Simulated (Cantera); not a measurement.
Mixture: CH4 : O2 : N2 : H2O = 1 : 3.03 : 11.4 : 2.8 (molar parts), equivalence ratio 0.66, at 1.01 bar, adiabatic and at constant volume. Ignition delay is the time to a rise of 400 K.

Detailed kinetics in Cantera: GRI-Mech 3.0 (53 species, 325 reactions).

Problem. What does this change do: O2 3.03 to 1.4 parts?

Solution. 
```tsv
quantity	before	after
delay at 1050 K	0.427 s	1.37 s
delay at 1100 K	0.199 s	0.663 s
delay at 1150 K	95.9 ms	0.331 s
delay at 1200 K	47.9 ms	0.169 s
delay at 1250 K	24.6 ms	87.9 ms
delay at 1300 K	13.0 ms	45.8 ms
delay at 1350 K	6.98 ms	24.0 ms
apparent activation energy between 1250 and 1350 K	180 kJ/mol	180 kJ/mol
```

Problem. What does this change do: CH4 1 to 0.6 parts?

Solution. 
| quantity | before | after |
|---|---|---|
| delay at 1050 K | 0.427 s | 0.329 s |
| delay at 1100 K | 0.199 s | 0.152 s |
| delay at 1150 K | 95.9 ms | 72.8 ms |
| delay at 1200 K | 47.9 ms | 36.2 ms |
| delay at 1250 K | 24.6 ms | 18.6 ms |
| delay at 1300 K | 13.0 ms | 9.85 ms |
| delay at 1350 K | 6.98 ms | 5.37 ms |
| apparent activation energy between 1250 and 1350 K | 180 kJ/mol | 170 kJ/mol |
